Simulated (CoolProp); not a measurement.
Acetone along the isotherm 276.85 °C: fugacity coefficient from the reference equation and from simpler models built on Tc = 235.0 °C, pc = 4692 kPa, ω = 0.307; each cubic takes its own stable root.

The numbers come from the reference Helmholtz-energy equation of state, Lemmon 2006 in CoolProp. It is a short technical equation, of lower accuracy than the large ones.

| p (kPa) | phase | reference |
|---|---|---|
| 1470 | gas | 0.9092 |
| 2930 | gas | 0.8243 |
| 4400 | gas | 0.7434 |
| 5870 | supercritical | 0.6664 |
| 7330 | supercritical | 0.5928 |
| 8800 | supercritical | 0.5262 |
| 10300 | supercritical | 0.4732 |
| 11700 | supercritical | 0.4351 |

Question: How far does each simpler model (van der Waals, Redlich-Kwong, Soave-Redlich-Kwong, Peng-Robinson) lie from the reference over these 8 states: mean and median of the absolute difference, and the worst?

Answer: 
- van der Waals: mean 4.6 %, median 4.0 %, worst +9.0 % at 276.85 °C and 11700 kPa
- Redlich-Kwong: mean 2.9 %, median 2.2 %, worst +6.0 % at 276.85 °C and 11700 kPa
- Soave-Redlich-Kwong: mean 6.4 %, median 5.7 %, worst +12.5 % at 276.85 °C and 11700 kPa
- Peng-Robinson: mean 2.2 %, median 1.3 %, worst +5.8 % at 276.85 °C and 11700 kPa
